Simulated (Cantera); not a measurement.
An adiabatic, constant-volume homogeneous reactor starts with 12.4 % CH4, 16.5 % O2, 62.2 % N2, 8.93 % H2O, equivalence ratio 1.5, at 1575 K and 0.290 bar.

Computed with Cantera and GRI-Mech 3.0 (53 species, 325 reactions).

**Question.** Predict: time of steepest temperature rise; temperature at 5.00 s; equilibrium temperature; x(O2) at 5.00 s; x(OH) at 5.00 s; x(H2O2) at 5.00 s; x(NO2) at 5.00 s; x(NO) at 5.00 s.

**Answer.** 
```json
{
 "time_of_steepest_temperature_rise": "1.94 ms",
 "temperature at 5.00 s": "2735 K",
 "equilibrium_temperature": "2735 K",
 "x(O2) at 5.00 s": "0.00344 (gas-phase equilibrium 0.00344)",
 "x(OH) at 5.00 s": "0.0167 (gas-phase equilibrium 0.0167)",
 "x(H2O2) at 5.00 s": "1.00e-7 (gas-phase equilibrium 1.00e-7)",
 "x(NO2) at 5.00 s": "2.46e-7 (gas-phase equilibrium 2.46e-7)",
 "x(NO) at 5.00 s": "0.00362 (gas-phase equilibrium 0.00362)"
}
```
